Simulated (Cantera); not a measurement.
A perfectly stirred reactor is fed with CH₄ : O₂ : N₂ = 1 : 2.44 : 26.8 (molar parts), equivalence ratio 0.82, at 1.01 bar; it is adiabatic with a 575 K inlet, and is followed from long to short residence time, starting on the burning branch (τ in s: 0.061, 0.029, 0.013, 0.0063, 0.003, 0.0014, 0.00066, 0.00031, 0.00015, 6.9e-05, 3.2e-05, 1.5e-05, 7.2e-06).

Model: GRI-Mech 3.0 (53 species, 325 reactions), integrated in Cantera.

**Question.** What does this change do: inlet temperature 575 to 775 K?

**Answer.** 
```json
[
 {"quantity": "state", "before": "not burning at any residence time tried", "after": "not reached"},
 {"quantity": "x(CH₄) at τ = 61.0 ms", "before": "0.0331", "after": "2.50e-5"},
 {"quantity": "x(O₂) at τ = 61.0 ms", "before": "0.0807", "after": "0.0149"},
 {"quantity": "x(O) at τ = 61.0 ms", "before": "<1e-12", "after": "0.000117"},
 {"quantity": "x(H₂O) at τ = 61.0 ms", "before": "<1e-12", "after": "0.0655"},
 {"quantity": "x(N₂O) at τ = 61.0 ms", "before": "<1e-12", "after": "3.69e-7"},
 {"quantity": "x(CH₄) at τ = 0.660 ms", "before": "0.0331", "after": "0.0331"},
 {"quantity": "x(O₂) at τ = 0.660 ms", "before": "0.0807", "after": "0.0807"},
 {"quantity": "x(O) at τ = 0.660 ms", "before": "<1e-12", "after": "<1e-12"},
 {"quantity": "x(H₂O) at τ = 0.660 ms", "before": "<1e-12", "after": "<1e-12"},
 {"quantity": "x(N₂O) at τ = 0.660 ms", "before": "<1e-12", "after": "<1e-12"},
 {"quantity": "blow-out, bracketed by the residence times tried", "before": "not reached", "after": "burning at 1.40 ms, out at 0.660 ms"}
]
```
